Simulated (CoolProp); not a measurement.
Vapour-liquid equilibrium of methane (1) + ethane (2) at 174.8 K; x and y are mole fractions of (1).

The numbers come from the multi-fluid Helmholtz-energy mixture model, Setzmann 1991 and Bücker 2006; pair parameters Kunz 2012 in CoolProp.

Q: Give the bubble pressure and the first vapour's composition at x = 0.45, 0.55, 0.95. Is there an azeotrope?

A: x = 0.45: 1.231 MPa, y = 0.958; x = 0.55: 1.470 MPa, y = 0.967; x = 0.95: 2.555 MPa, y = 0.994. No azeotrope shows between x = 0.05 and 0.95.

The pair parameters rest on a limited set of measurements; away from them the model extrapolates. The gap from Raoult's law changes sign with composition, which may be real or a fault of the pair parameters; it wasn't checked against measurements.
